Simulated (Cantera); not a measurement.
# Stirred combustor or abatement burner

A perfectly stirred reactor is fed with C2H4 : O2 : N2 : CO2 = 1 : 4.76 : 17.9 : 0.16 (molar parts), equivalence ratio 0.63, at 9000 Torr; it is adiabatic with a 300 K inlet, and is followed from long to short residence time, starting on the burning branch (τ in s: 0.26, 0.14, 0.07, 0.036, 0.019, 0.0096, 0.005, 0.0026, 0.0013, 0.00069, 0.00035, 0.00018, 9.4e-05).

Model: GRI-Mech 3.0 (53 species, 325 reactions), integrated in Cantera. GRI-Mech 3.0 was tuned for natural gas; its chemistry of ethylene as a main component is partial and can be far from experiment. The pressure lies above the range GRI-Mech 3.0 was tuned for (to about 10 atm).

```csv
τ (s),T (K),x C2H4,x O2,x OH,x NO,x H2,x H,x HCO
0.26,1861,7.22e-7,0.0738,0.000396,0.000108,1.00e-5,6.27e-7,4.50e-10
0.14,1861,1.28e-6,0.0738,0.000412,6.70e-5,1.14e-5,7.37e-7,8.34e-10
0.070,1860,2.37e-6,0.0738,0.000442,4.18e-5,1.40e-5,9.73e-7,1.66e-9
0.036,1860,4.11e-6,0.0739,0.000489,2.90e-5,1.83e-5,1.41e-6,3.23e-9
0.019,1858,6.75e-6,0.0739,0.000554,2.23e-5,2.51e-5,2.19e-6,6.12e-9
0.0096,1856,1.11e-5,0.0740,0.000648,1.86e-5,3.67e-5,3.76e-6,1.22e-8
0.0050,1853,1.74e-5,0.0741,0.000763,1.66e-5,5.40e-5,6.56e-6,2.38e-8
0.0026,1848,2.71e-5,0.0743,0.000902,1.54e-5,8.06e-5,1.17e-5,4.71e-8
0.0013,1840,4.28e-5,0.0747,0.00108,1.41e-5,0.000124,2.17e-5,9.83e-8
0.00069,1829,6.50e-5,0.0753,0.00125,1.25e-5,0.000184,3.79e-5,1.95e-7
0.00035,1811,0.000103,0.0763,0.00143,1.02e-5,0.000281,6.78e-5,4.10e-7
0.00018,1782,0.000168,0.0780,0.00155,7.54e-6,0.000425,0.000115,8.61e-7
9.4e-5,1731,0.000304,0.0813,0.00151,4.64e-6,0.000648,0.000176,1.81e-6
```
x: mole fraction; the columns are a selection and need not sum to one.
